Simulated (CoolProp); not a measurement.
Vapour-liquid equilibrium of cyclohexane (1) + ethylbenzene (2) at 452.6 K; x and y are mole fractions of (1).

Model: multi-fluid Helmholtz-energy mixture model, Zhou 2014 and Zhou 2012; pair parameters Bell 2016, in CoolProp.

```
x     bubble pressure, mixture model (bar)  bubble pressure, Raoult's law (bar)  y, mixture model  y, Raoult's law
----  ------------------------------------  -----------------------------------  ----------------  ---------------
0.05                                 3.222                                3.186             0.149            0.150
0.2                                  4.331                                4.195             0.445            0.456
0.35                                 5.398                                5.203             0.622            0.644
0.5                                  6.407                                6.211             0.741            0.771
0.65                                 7.369                                7.220             0.831            0.862
0.8                                  8.306                                8.228             0.907            0.931
0.95                                 9.250                                9.237             0.977            0.985
```

The largest gap from Raoult's law is +3.7 % in bubble pressure, at x = 0.35. No azeotrope shows between x = 0.05 and 0.95.

Pair parameters are fitted to limited data, so mixtures are less certain than the pure fluids.
